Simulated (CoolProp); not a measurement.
Vapour-liquid equilibrium of R1234yf (1) + R152A (2) at 182.7 K; x and y are mole fractions of (1).

Computed with CoolProp (multi-fluid Helmholtz-energy mixture model, Lemmon 2022 and Outcalt 1996; pair parameters Bell 2023).

| x | bubble pressure (kPa) | y at the bubble point | dew pressure at overall composition x (kPa) | liquid density (mol/L) |
|---|---|---|---|---|
| 0.05 | 1.570 | … | 1.512 | 16.94 |
| 0.2 | 1.801 | … | 1.659 | 16.01 |
| 0.35 | 1.958 | 0.480 | 1.819 | 15.18 |
| 0.5 | 2.074 | 0.601 | 1.978 | 14.45 |
| 0.65 | 2.165 | 0.716 | … | 13.78 |
| 0.8 | 2.240 | 0.835 | 2.219 | 13.18 |
| 0.95 | 2.303 | 0.958 | 2.299 | … |

### Question
Fill in the missing entries.

### Answer

- 0.05, y at the bubble point: 0.111
- 0.2, y at the bubble point: 0.333
- 0.65, dew pressure at overall composition x (kPa): 2.115
- 0.95, liquid density (mol/L): 12.64

No azeotrope shows between x = 0.05 and 0.95.

The pair parameters rest on a limited set of measurements; away from them the model extrapolates.
